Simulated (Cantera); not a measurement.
What does this Cantera script print?

```python
import numpy as np
import cantera as ct

gas_names = [...]  # 109 gases of nasa_gas.yaml made of C, Cl, H, Si
cond_names = """
    C(gr) C6H6(L) C7H8(L) C8H18(L),n-octa Si(cr) Si(L) SiC(b)
""".split()


# ... load() reads the species with a 1 bar reference pressure and builds the phases ...
atoms = {
    'SiH2Cl2': {'Si': 1, 'H': 2, 'CL': 2},
    'C3H8': {'C': 3, 'H': 8},
    'H2': {'H': 2},
}
top_T = {'C(gr)': 4500, 'SiC(b)': 3050}  # K; cautious upper limits of use, not melting points


# ... equilibrate(T, P, feed) seeds the gas with the atoms and calls Mixture.equilibrate('TP', solver="gibbs", rtol=1e-10, max_steps=50000) ...
results = []
feed = {'SiH2Cl2': 1, 'C3H8': 0.16, 'H2': 94}  # mol
P = 120  # Pa
for T in [998, 1098, 1198, 1298, 1398, 1498, 1598, 1698, 1798, 1898, 1998, 2098]:
    mix = equilibrate(T, P, feed)
    results.append((T, P, feed, dict(zip(mix.species_names, mix.species_moles))))
    x = sorted(zip(gas.X, gas.species_names), reverse=True)
    print(f"T = {T:g} K  P = {P:g} Pa  gas = {mix.phase_moles(0):.4g} mol")
    print("   x: " + "  ".join(f"{s} {v:.3e}" for v, s in x if v > 0.0001))
    print("   condensed (mol): " + ("  ".join(f"{mix.phase(i).name} {mix.phase_moles(i):.4g}"
          for i in range(1, mix.n_phases) if mix.phase_moles(i) > 1e-12) or "none"))
```

Result:

```
T = 998 K  P = 120 Pa  gas = 96.57 mol
   x: H2 9.819e-01  HCL 1.682e-02  SiCL4 4.981e-04  SiCL2 4.878e-04  SiHCL3 2.016e-04
   condensed (mol): Si(cr) 0.3949  SiC(b) 0.48
T = 1098 K  P = 120 Pa  gas = 96.63 mol
   x: H2 9.803e-01  HCL 1.886e-02  SiCL2 7.367e-04
   condensed (mol): Si(cr) 0.4383  SiC(b) 0.48
T = 1198 K  P = 120 Pa  gas = 96.64 mol
   x: H2 9.802e-01  HCL 1.890e-02  SiCL2 8.584e-04
   condensed (mol): Si(cr) 0.4347  SiC(b) 0.48
T = 1298 K  P = 120 Pa  gas = 96.64 mol
   x: H2 9.802e-01  HCL 1.876e-02  SiCL2 9.552e-04
   condensed (mol): Si(cr) 0.4269  SiC(b) 0.48
T = 1398 K  P = 120 Pa  gas = 96.65 mol
   x: H2 9.802e-01  HCL 1.860e-02  SiCL2 1.040e-03  H 1.352e-04
   condensed (mol): Si(cr) 0.419  SiC(b) 0.48
T = 1498 K  P = 120 Pa  gas = 96.67 mol
   x: H2 9.799e-01  HCL 1.845e-02  SiCL2 1.113e-03  H 4.911e-04
   condensed (mol): Si(cr) 0.4108  SiC(b) 0.48
T = 1598 K  P = 120 Pa  gas = 96.72 mol
   x: H2 9.789e-01  HCL 1.828e-02  H 1.520e-03  SiCL2 1.176e-03
   condensed (mol): Si(cr) 0.3959  SiC(b) 0.48
T = 1698 K  P = 120 Pa  gas = 96.9 mol
   x: H2 9.758e-01  HCL 1.811e-02  H 4.124e-03  SiCL2 1.207e-03  Si 5.473e-04
   condensed (mol): Si(L) 0.3393  SiC(b) 0.4797
T = 1798 K  P = 120 Pa  gas = 97.4 mol
   x: H2 9.678e-01  HCL 1.814e-02  H 9.999e-03  Si 2.570e-03  SiCL2 1.054e-03  SiCL 1.438e-04  CL 1.435e-04  SiH 1.005e-04
   condensed (mol): Si(L) 0.1337  SiC(b) 0.4773
T = 1898 K  P = 120 Pa  gas = 98.2 mol
   x: H2 9.534e-01  H 2.203e-02  HCL 1.900e-02  Si 4.440e-03  SiCL2 4.453e-04  CL 3.314e-04  SiCL 1.492e-04  SiH 1.310e-04
   condensed (mol): SiC(b) 0.4718
T = 1998 K  P = 120 Pa  gas = 99.42 mol
   x: H2 9.300e-01  H 4.466e-02  HCL 1.907e-02  Si 4.965e-03  CL 6.822e-04  Si2C 1.349e-04  SiCL2 1.315e-04  SiH 1.130e-04  C2H2,acetylene 1.064e-04  SiCL 1.021e-04
   condensed (mol): SiC(b) 0.4392
T = 2098 K  P = 120 Pa  gas = 101.9 mol
   x: H2 8.862e-01  H 8.363e-02  HCL 1.814e-02  Si 8.281e-03  C2H2,acetylene 1.265e-03  CL 1.260e-03  SiC2 5.292e-04  Si2C 3.304e-04  SiH 1.471e-04  SiCL 1.047e-04
   condensed (mol): C(gr) 0.07943
```

These are equilibrium values from Cantera (NASA tables, ideal gas, pure condensed phases), not measurements of a reactor. Mutual solubility and eutectic melting of coexisting phases are not modelled. The tables' values for SiCl, SiCl3 are old estimates; treat these amounts as uncertain. Gases not in the tables: Si2H6 and higher silanes.
